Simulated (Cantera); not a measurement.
An adiabatic, constant-pressure homogeneous reactor starts with 17.5 % CH4, 15.3 % O2, 67.2 % N2, equivalence ratio 2.3, at 1625 K and 9.87 atm.

Model: GRI-Mech 3.0 (53 species, 325 reactions), integrated in Cantera.

x: mole fraction; the columns are a selection and need not sum to one.

| t (s) | T (K) | x CH4 | x O2 | x C2H4 | x NO | x CH3 | x CH2 |
|---|---|---|---|---|---|---|---|
| 4.00e-6 | 1625 | 0.175 | 0.153 | 2.41e-7 | <1e-12 | 7.67e-5 | 2.80e-10 |
| 1.39e-5 | 1626 | 0.175 | 0.152 | 1.45e-5 | 1.27e-12 | 0.000259 | 2.99e-9 |
| 4.80e-5 | 1641 | 0.169 | 0.149 | … | 1.75e-11 | … | … |
| 0.000167 | 2455 | 0.00165 | 7.29e-7 | 1.50e-5 | 5.84e-5 | 0.000454 | 1.22e-5 |
| 0.000577 | 2439 | 7.38e-6 | 4.82e-7 | 1.11e-8 | 0.000169 | 1.83e-6 | 3.95e-8 |
| 0.00200 | 2440 | 4.51e-9 | 4.90e-7 | <1e-12 | 7.78e-5 | 1.13e-9 | 2.53e-11 |
| 0.00693 | 2440 | 4.20e-9 | 4.92e-7 | <1e-12 | 3.24e-5 | 1.06e-9 | 2.35e-11 |
| 0.0240 | 2440 | 4.18e-9 | 4.92e-7 | <1e-12 | 2.68e-5 | 1.05e-9 | 2.34e-11 |
| 0.0833 | 2440 | 4.18e-9 | 4.92e-7 | <1e-12 | 2.68e-5 | 1.05e-9 | 2.34e-11 |
| 0.289 | 2440 | 4.18e-9 | 4.92e-7 | <1e-12 | 2.68e-5 | 1.05e-9 | 2.34e-11 |
| 1.00 | 2440 | 4.18e-9 | 4.92e-7 | <1e-12 | 2.68e-5 | 1.05e-9 | 2.34e-11 |

**Question.** Fill in the missing entries.

**Answer.** 
- 4.80e-5, x C2H4: 0.000346
- 4.80e-5, x CH3: 0.000519
- 4.80e-5, x CH2: 1.80e-8
